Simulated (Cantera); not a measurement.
Feed: 1 mol Si, 7.7 mol H2, at 302 °C and 8.40 bar.

These are equilibrium values from Cantera (NASA tables, ideal gas, pure condensed phases), not measurements of a reactor. Candidate condensed phases: Si; 9 gas species. Equilibrium is a limit: real reactors are often held back by kinetics, nucleation or transport.

Q: What is the equilibrium state?

A: 
- x(H2) = 1.00
- n(Si(s)) = 1.000 mol
- gas amount = 7.700 mol
